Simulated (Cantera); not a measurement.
Pyrogenic steam for wet oxidation

An isothermal, constant-pressure homogeneous reactor starts with H2 : O2 : N2 = 1.1 : 1 : 7.5 (molar parts), equivalence ratio 0.55, at 1000 K and 1.00 bar.

Computed with Cantera and the H2/O2 subset of GRI-Mech 3.0, which has no nitrogen chemistry. The temperature is held fixed by assumption; the heat of reaction is taken as removed at once.

```tsv
t (s)	x H2	x O2	x OH	x H2O	x H
3.00e-5	0.115	0.104	1.89e-11	4.18e-10	3.11e-10
0.000102	0.115	0.104	2.81e-10	1.39e-8	4.44e-9
0.000344	0.115	0.104	7.70e-7	3.78e-5	9.85e-6
0.00116	0.0176	0.0580	1.31e-5	0.103	2.25e-5
0.00393	0.0164	0.0575	7.13e-7	0.104	1.29e-6
0.0133	0.0141	0.0563	1.16e-6	0.107	1.72e-6
0.0451	0.00801	0.0535	1.01e-6	0.113	9.12e-7
0.152	0.00200	0.0507	6.47e-7	0.119	1.65e-7
0.516	0.000234	0.0498	2.20e-7	0.121	7.05e-9
1.75	3.33e-5	0.0497	5.75e-8	0.122	2.79e-10
5.91	4.46e-6	0.0497	2.19e-8	0.122	1.68e-11
20.0	1.08e-7	0.0497	1.94e-8	0.122	<1e-12
```
x: mole fraction; the columns are a selection and need not sum to one.

Equilibrium at this temperature and pressure: H2 4.80e-11, O2 0.0497, OH 8.87e-8, H2O 0.122, H <1e-12 (gas phase only).
